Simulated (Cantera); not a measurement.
A closed system holds: 1 mol HMDSO, 1.7 mol N2O, 84 mol N2, equilibrated at 10000 Pa.

Method: chemical equilibrium by Gibbs-energy minimisation in Cantera with the NASA 1993 tables (ideal gas, pure condensed phases). Candidate condensed phases: C, C6H6, C7H8, C8H18, H2O, Si, SiC, SiO2, Si2N2O, Si3N4; 151 gas species. The feed counts by its element totals alone. Equilibrium is a limit: real reactors are often held back by kinetics, nucleation or transport. All values below are at 1150 K.

Base state: N2 0.888, H2 0.0943, CO 0.0178, CH4 2.08e-5, HCN 1.21e-5 (mole fractions); condensed: C(graphite) + Si2N2O(s).

Question: What changes in the equilibrium state with this change: N2O from 1.7 to 14 mol?

Answer: 
```
species               before    after
-------------------  -------  -------
N2                     0.888    0.867
H2                    0.0943   0.0519
CO                    0.0178   0.0366
H2O                  7.88e-6   0.0278
CO2                  1.25e-6   0.0165
CH4                  2.08e-5  2.02e-9
HCN                  1.21e-5  2.84e-9
C(graphite), mol        4.30        0
Si2N2O(s), mol          1.00        0
SiO2(β-quartz), mol        0     2.00
```
The tables hold silica as quartz up to 1696 K and as liquid above; real silica turns to tridymite and cristobalite and melts near 1996 K.
